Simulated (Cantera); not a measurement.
A Cantera script and what it prints.

```python
import numpy as np
import cantera as ct

gas_names = """
    CL CL2 Si SiCL SiCL2 SiCL3 SiCL4 Si2 Si3
""".split()
cond_names = """
    Si(cr) Si(L)
""".split()


# ... load() reads the species with a 1 bar reference pressure and builds the phases ...
atoms = {
    'Si': {'Si': 1},
    'Cl2': {'CL': 2},
}
top_T = {}  # K; cautious upper limits of use, not melting points


# ... equilibrate(T, P, feed) seeds the gas with the atoms and calls Mixture.equilibrate('TP', solver="vcs", rtol=1e-11, max_steps=5000) ...
results = []
feed = {'Si': 1, 'Cl2': 0.5}  # mol
T = 450  # K
P = 15  # Pa
mix = equilibrate(T, P, feed)
results.append((T, P, feed, dict(zip(mix.species_names, mix.species_moles))))
x = sorted(zip(gas.X, gas.species_names), reverse=True)
print(f"T = {T:g} K  P = {P:g} Pa  gas = {mix.phase_moles(0):.4g} mol")
print("   x: " + "  ".join(f"{s} {v:.3e}" for v, s in x if v > 1e-05))
print("   condensed (mol): " + ("  ".join(f"{mix.phase(i).name} {mix.phase_moles(i):.4g}"
      for i in range(1, mix.n_phases) if mix.phase_moles(i) > 1e-12) or "none"))
```

Result:

```
T = 450 K  P = 15 Pa  gas = 0.25 mol
   x: SiCL4 1.000e+00
   condensed (mol): Si(cr) 0.75
```

Method: chemical equilibrium by Gibbs-energy minimisation in Cantera with the NASA 1993 tables (ideal gas, pure condensed phases).
